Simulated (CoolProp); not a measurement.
Computed with CoolProp (reference Helmholtz-energy equation of state, Lemmon 2006). It is a short technical equation, of lower accuracy than the large ones.

### Question
Give the vapour pressure (MPa), surface tension (mN/m), vapour viscosity (µPa s) of saturated C2F6 (R116) at 245.1, 259.6 K.

### Answer
```
T (K)  p (MPa)  surface tension (mN/m)  vapour viscosity (µPa s)
-----  -------  ----------------------  ------------------------
245.1    0.813                    4.60                      11.5
259.6     1.27                    2.95                      12.5
```

Viscosity comes from a separate model (Huber 2003), an estimate that may be off by 10 % or more. Surface tension comes from a separate correlation (Mulero 2012).
